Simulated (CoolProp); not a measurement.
Computed with CoolProp (reference Helmholtz-energy equation of state, Schmidt 1985). Above 300 K oxygen's equation is extrapolated.

Q: For oxygen, give the phase and the cv (kJ/(kg K)), viscosity (µPa s), Prandtl number at 95.7 K and 566 kPa; 288.4 K and 566 kPa.

A: 
- 95.7 K and 566 kPa: liquid; cv 0.910, viscosity 170, Prandtl number 2.04
- 288.4 K and 566 kPa: gas; cv 0.658, viscosity 20.1, Prandtl number 0.722

Viscosity comes from a separate model (Lemmon 2004). Thermal conductivity comes from a separate model (Lemmon 2004).
